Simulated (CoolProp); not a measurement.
Saturation properties of CH2F2 (R32).

The numbers come from the reference Helmholtz-energy equation of state, Tillner-Roth 1997 in CoolProp.

| T (K) | p (bar) | vapour Z | surface tension (mN/m) | liquid conductivity (mW/(m K)) |
|---|---|---|---|---|
| 242.3 | 2.640 | 0.9229 | 16.6 | 178 |
| 248.2 | ___ | ___ | ___ | 174 |
| 254.1 | 4.205 | 0.8966 | 14.4 | 169 |
| 260.1 | 5.234 | 0.8813 | 13.3 | 165 |
| 266 | 6.424 | ___ | 12.2 | 160 |
| 271.9 | 7.810 | 0.8471 | 11.2 | 156 |
| 277.8 | 9.412 | 0.8279 | 10.2 | 151 |
| 283.8 | 11.28 | 0.8067 | ___ | 146 |

Problem. Some entries are withheld; supply them.

Solution. 
- 248.2, p (bar): 3.352
- 248.2, vapour Z: 0.9103
- 248.2, surface tension (mN/m): 15.5
- 266, vapour Z: 0.8649
- 283.8, surface tension (mN/m): 9.15

It boils at 221.5 K under 1 atm.

Thermal conductivity comes from a separate model (Huber 2003), an estimate that may be off by 10 % or more. Surface tension comes from a separate correlation (Mulero 2012).
